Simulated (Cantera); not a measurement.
Feed: 1 mol SiH₄, a varied amount of N₂, at 1598.15 K and 0.100 bar.

These are equilibrium values from Cantera (NASA tables, ideal gas, pure condensed phases), not measurements of a reactor. Candidate condensed phases: Si, Si₃N₄; 18 gas species. Mutual solubility and eutectic melting of coexisting phases are not modelled. Rates play no part.

x: gas mole fraction; n: condensed amount in mol.

| n(N₂) (mol) | x H₂ | x N₂ | x H | x SiH₂ | x NH₃ | x Si | n Si(s) | n Si₃N₄(s) |
|---|---|---|---|---|---|---|---|---|
| 0.21 | 0.997 | 0.00290 | 0.000168 | 4.89e-6 | 2.51e-7 | 9.38e-7 | 0.694 | 0.102 |
| 0.37 | 0.997 | 0.00290 | 0.000168 | 4.89e-6 | 2.51e-7 | 9.38e-7 | 0.454 | 0.182 |
| 0.64 | 0.997 | 0.00290 | 0.000168 | 4.89e-6 | 2.51e-7 | 9.38e-7 | … | 0.317 |
| 1.1 | … | … | … | … | 1.47e-6 | … | 0 | 0.333 |
| 1.9 | 0.618 | 0.381 | 0.000133 | 1.17e-7 | 1.41e-6 | 3.62e-8 | 0 | 0.333 |
| 3.4 | 0.422 | 0.577 | 0.000110 | 6.07e-8 | 9.79e-7 | 2.75e-8 | 0 | 0.333 |
| 5.9 | 0.276 | 0.723 | 8.86e-5 | 3.42e-8 | 5.80e-7 | 2.37e-8 | 0 | 0.333 |
| 10 | 0.176 | 0.824 | 7.08e-5 | 2.00e-8 | 3.16e-7 | 2.17e-8 | 0 | 0.333 |

Task: What belongs in the gaps?

Result: 
- 1.1, x H₂: 0.822
- 1.1, x N₂: 0.178
- 1.1, x H: 0.000153
- 1.1, x SiH₂: 2.59e-7
- 1.1, x Si: 6.02e-8
- 0.64, n Si(s): 0.0487
